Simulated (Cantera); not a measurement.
Input: 1 mol Si3N4, a varied amount of HCl, 2.2 mol H2, held at 15.0 mbar.

These are equilibrium values from Cantera (NASA tables, ideal gas, pure condensed phases), not measurements of a reactor. Candidate condensed phases: NH4Cl, Si, Si3N4; 28 gas species. The tables' values for SiCl3 are old estimates. Kinetics and transport are ignored.

Problem. What condenses at these points (T in K, n(HCl) in mol): (1448, 12); (1448, 22); (1448, 54); (1298, 12); (1673, 49)?

Solution. 
| T (K) | n(HCl) in mol | condensed phases | Si condensed (%) |
|---|---|---|---|
| 1448 | 12 | Si3N4 | 28.4 |
| 1448 | 22 | gas only | 0.0 |
| 1448 | 54 | gas only | 0.0 |
| 1298 | 12 | Si3N4 | 51.7 |
| 1673 | 49 | gas only | 0.0 |
